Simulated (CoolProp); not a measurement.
Vapour-liquid equilibrium of R125 (1) + propylene (2) at 239.5 K; x and y are mole fractions of (1).

Values from CoolProp's multi-fluid Helmholtz-energy mixture model, Lemmon 2005 and Lemmon 2013; pair parameters Bell 2016.

```tsv
x	bubble pressure, mixture model (MPa)	bubble pressure, Raoult's law (MPa)	y, mixture model	y, Raoult's law
0.05	0.2024	0.1841	0.131	0.053
0.125	0.2224	0.1850	0.256	0.132
0.2	0.2354	0.1860	0.337	0.211
0.275	0.2437	0.1869	0.394	0.288
0.35	0.2489	0.1878	0.439	0.365
0.425	0.2518	0.1887	0.477	0.441
0.5	0.2530	0.1897	0.512	0.516
0.575	0.2527	0.1906	0.547	0.591
0.65	0.2507	0.1915	0.586	0.665
0.725	0.2465	0.1924	0.633	0.738
0.8	0.2394	0.1934	0.692	0.810
0.875	0.2283	0.1943	0.771	0.882
0.95	0.2114	0.1952	0.887	0.953
```

The largest gap from Raoult's law is +33.4 % in bubble pressure, at x = 0.425. y crosses x between x = 0.5 and 0.575: the model has an azeotrope there.

Pair parameters are fitted to limited data, so mixtures are less certain than the pure fluids.
